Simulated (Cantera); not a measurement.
Cantera run:

```python
import numpy as np
import cantera as ct

gas_names = """
    CL CL2 H HCL H2 Si SiCL SiCL2 SiCL3 SiCL4 SiH SiHCL3 SiH2 SiH2CL2 SiH3 SiH3CL SiH4 Si2 Si3
""".split()
cond_names = """
    Si(cr) Si(L)
""".split()


# ... load() reads the species with a 1 bar reference pressure and builds the phases ...
atoms = {
    'SiCl4': {'Si': 1, 'CL': 4},
    'H2': {'H': 2},
}
top_T = {}  # K; cautious upper limits of use, not melting points


# ... equilibrate(T, P, feed) seeds the gas with the atoms and calls Mixture.equilibrate('TP', solver="vcs", rtol=1e-11, max_steps=5000) ...
results = []
T = 1373.15  # K
P = 290  # Pa
for m in [110, 170, 240, 300, 360, 430, 490, 560, 620, 690]:
    feed = {'SiCl4': 1, 'H2': m}  # mol
    mix = equilibrate(T, P, feed)
    results.append((T, P, feed, dict(zip(mix.species_names, mix.species_moles))))
    x = sorted(zip(gas.X, gas.species_names), reverse=True)
    print(f"T = {T:g} K  P = {P:g} Pa  n(H2) = {m:g} mol  gas = {mix.phase_moles(0):.4g} mol")
    print("   x: " + "  ".join(f"{s} {v:.3e}" for v, s in x if v > 1e-05))
    print("   condensed (mol): " + ("  ".join(f"{mix.phase(i).name} {mix.phase_moles(i):.4g}"
          for i in range(1, mix.n_phases) if mix.phase_moles(i) > 1e-12) or "none"))
```

Result:

```
T = 1373.15 K  P = 290 Pa  n(H2) = 110 mol  gas = 112 mol
   x: H2 9.670e-01  HCL 3.019e-02  SiCL2 2.712e-03  H 6.094e-05  SiCL3 2.733e-05
   condensed (mol): Si(cr) 0.6926
T = 1373.15 K  P = 290 Pa  n(H2) = 170 mol  gas = 172 mol
   x: H2 9.780e-01  HCL 2.070e-02  SiCL2 1.261e-03  H 6.128e-05
   condensed (mol): Si(cr) 0.7813
T = 1373.15 K  P = 290 Pa  n(H2) = 240 mol  gas = 242 mol
   x: H2 9.841e-01  HCL 1.517e-02  SiCL2 6.728e-04  H 6.148e-05
   condensed (mol): Si(cr) 0.836
T = 1373.15 K  P = 290 Pa  n(H2) = 300 mol  gas = 302 mol
   x: H2 9.871e-01  HCL 1.235e-02  SiCL2 4.444e-04  H 6.157e-05
   condensed (mol): Si(cr) 0.8649
T = 1373.15 K  P = 290 Pa  n(H2) = 360 mol  gas = 362 mol
   x: H2 9.892e-01  HCL 1.041e-02  SiCL2 3.154e-04  H 6.163e-05
   condensed (mol): Si(cr) 0.8851
T = 1373.15 K  P = 290 Pa  n(H2) = 430 mol  gas = 432 mol
   x: H2 9.909e-01  HCL 8.806e-03  SiCL2 2.251e-04  H 6.169e-05
   condensed (mol): Si(cr) 0.9021
T = 1373.15 K  P = 290 Pa  n(H2) = 490 mol  gas = 492 mol
   x: H2 9.920e-01  HCL 7.777e-03  SiCL2 1.754e-04  H 6.172e-05
   condensed (mol): Si(cr) 0.9131
T = 1373.15 K  P = 290 Pa  n(H2) = 560 mol  gas = 562 mol
   x: H2 9.930e-01  HCL 6.844e-03  SiCL2 1.357e-04  H 6.175e-05
   condensed (mol): Si(cr) 0.9232
T = 1373.15 K  P = 290 Pa  n(H2) = 620 mol  gas = 622 mol
   x: H2 9.936e-01  HCL 6.206e-03  SiCL2 1.115e-04  H 6.177e-05
   condensed (mol): Si(cr) 0.9301
T = 1373.15 K  P = 290 Pa  n(H2) = 690 mol  gas = 692 mol
   x: H2 9.942e-01  HCL 5.598e-03  SiCL2 9.067e-05  H 6.179e-05
   condensed (mol): Si(cr) 0.9367
```

Method: chemical equilibrium by Gibbs-energy minimisation in Cantera with the NASA 1993 tables (ideal gas, pure condensed phases). The tables' values for SiCl3 are old estimates; treat these amounts as uncertain.
